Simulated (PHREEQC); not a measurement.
Solution (25 °C): 13 mmol/kgw KOH, 26 mmol/kgw CO2 and 3.8 mmol/kgw K2CO3. Closed to the air; pH follows from the charge balance.

Model: ion-association model, phreeqc.dat, run in PHREEQC.

```csv
quantity,before,after
pH,6.64,9.27
ionic strength (mol/kgw),0.0206,0.0374
CO3-2 (mol/kgw),6.33e-6,0.00380
(CO2)2 (mol/kgw),1.56e-6,1.25e-11
```

What was changed between the two runs?
A) temperature from 25 to 35 °C
B) K2CO3 replaced by KCl at the same molality
C) KOH from 0.013 to 0.026 mol/kgw
D) temperature from 25 to 85 °C
E) KOH left out

C, KOH from 0.013 to 0.026 mol/kgw

This is a speciation only: nothing precipitates in the calculation.
